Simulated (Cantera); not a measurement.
A freely propagating, adiabatic, planar premixed flame of 7.45 % CO, 0.969 % H₂, 4.32 % CH₄, 15.9 % O₂, 71.4 % N₂, unburnt at 500 K and 500000 Pa; mixture-averaged transport, grid criteria slope 0.08 and curve 0.16, no radiation.

Computed with Cantera and GRI-Mech 3.0 (53 species, 325 reactions). Burning velocities carry a grid error of a few per cent, more on coarse grids.

Question: Predict: laminar burning velocity; thermal thickness; peak x(CH₂); peak x(O).

Answer: 
```json
{
 "laminar_burning_velocity": "38.8 cm/s",
 "thermal_thickness": "0.140 mm",
 "peak x(CH₂)": "6.63e-6",
 "peak x(O)": "0.00202"
}
```
